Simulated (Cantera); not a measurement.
Input: 1 mol SiH4, 10 mol NO, 46 mol N2, 0.05 mol O3, at 10.0 mbar.

Cantera equilibrium calculation (NASA polynomials, part measured and part estimated; ideal gas, pure solids and liquids). Candidate condensed phases: H2O, Si, SiO2, Si2N2O, Si3N4; 35 gas species. The tables hold silica as quartz up to 1696 K and as liquid above; real silica turns to tridymite and cristobalite and melts near 1996 K. Equilibrium is a limit: real reactors are often held back by kinetics, nucleation or transport.

x: gas mole fraction; n: condensed amount in mol.

| T (K) | x N2 | x O2 | x H2O | x NO | x OH | x O | n SiO2(α-quartz) | n SiO2(β-quartz) |
|---|---|---|---|---|---|---|---|---|
| 573 | 0.909 | 0.0548 | 0.0357 | 4.77e-9 | <1e-12 | <1e-12 | 1.00 | 0 |
| 648 | 0.909 | 0.0548 | 0.0357 | 4.39e-8 | 3.89e-12 | <1e-12 | 1.00 | 0 |
| 723 | 0.909 | 0.0548 | 0.0357 | (withheld) | (withheld) | <1e-12 | 1.00 | 0 |
| 798 | 0.909 | 0.0548 | 0.0357 | 1.06e-6 | 1.11e-9 | <1e-12 | 1.00 | 0 |
| 873 | 0.909 | 0.0548 | 0.0357 | (withheld) | (withheld) | (withheld) | 0 | 1.00 |
| 948 | 0.909 | 0.0548 | 0.0357 | 9.40e-6 | 5.31e-8 | 6.96e-11 | 0 | 1.00 |
| 1023 | 0.909 | 0.0548 | 0.0357 | 2.20e-5 | 2.41e-7 | 7.29e-10 | 0 | 1.00 |
| 1098 | 0.909 | 0.0548 | 0.0357 | 4.58e-5 | 8.88e-7 | 5.56e-9 | 0 | 1.00 |
| 1173 | 0.909 | 0.0548 | 0.0357 | 8.69e-5 | 2.78e-6 | 3.27e-8 | 0 | 1.00 |
| 1248 | 0.909 | 0.0548 | 0.0357 | 0.000153 | 7.56e-6 | 1.56e-7 | 0 | 1.00 |
| 1323 | 0.909 | 0.0547 | 0.0357 | 0.000251 | 1.84e-5 | 6.22e-7 | 0 | 1.00 |
| 1398 | 0.909 | 0.0546 | 0.0356 | 0.000393 | 4.07e-5 | 2.14e-6 | 0 | 1.00 |
| 1473 | 0.909 | 0.0545 | 0.0356 | 0.000585 | 8.30e-5 | 6.52e-6 | 0 | 1.00 |
| 1548 | 0.909 | 0.0544 | 0.0356 | 0.000840 | 0.000158 | 1.78e-5 | 0 | 1.00 |

Problem. Some entries are withheld; supply them.

Solution. 
- 873, x NO: 3.47e-6
- 873, x OH: 9.05e-9
- 873, x O: 4.44e-12
- 723, x NO: 2.55e-7
- 723, x OH: 8.79e-11
